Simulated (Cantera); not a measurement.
An adiabatic, constant-volume homogeneous reactor starts with CH4 : O2 : N2 : H2O = 1 : 2 : 9.4 : 0.72 (molar parts), equivalence ratio 1.0, at 1400 K and 3.10 bar.

Cantera simulation using GRI-Mech 3.0 (53 species, 325 reactions); the numbers are that mechanism's predictions, not measurements.

One state of this run: T (K) = 2798; P (bar) = 6.37; x CH4 = <1e-12; x O2 = 0.0122; x H2O = 0.179; x HCO = 6.08e-8; x CO = 0.0261; x H = 0.00383; x N2O = 1.10e-6. x: mole fraction; the columns are a selection and need not sum to one.

Which value of t (s) does it belong to?
A. 0.0697
B. 9.72e-6
C. 0.000339
D. 4.00e-6

A, 0.0697
